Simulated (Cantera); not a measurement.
Charge: 1 mol C3H8, 0.34 mol H2O, 9.1 mol H2, equilibrated at 1 atm.

These are equilibrium values from Cantera (NASA tables, ideal gas, pure condensed phases), not measurements of a reactor. Candidate condensed phases: C, C6H6, C7H8, C8H18, H2O; 110 gas species. The numbers say what is thermodynamically allowed, not how fast it happens.

Task: Which condensed phases are stable at each of these points (T (°C)): 277, 477, 677, 877, 1077, 1277, 1477, 1677, 1877, 2077, 2277, 2477?

Result: 
| T (°C) | condensed phases | C condensed (%) |
|---|---|---|
| 277 | gas only | 0.0 |
| 477 | gas only | 0.0 |
| 677 | C(graphite) | 44.1 |
| 877 | C(graphite) | 79.5 |
| 1077 | C(graphite) | 86.2 |
| 1277 | C(graphite) | 87.8 |
| 1477 | C(graphite) | 88.2 |
| 1677 | C(graphite) | 88.0 |
| 1877 | C(graphite) | 86.8 |
| 2077 | C(graphite) | 83.6 |
| 2277 | C(graphite) | 76.8 |
| 2477 | C(graphite) | 64.0 |

From 277 °C to 477 °C nothing is condensed. From 677 °C to 2477 °C the condensed part is C(graphite).
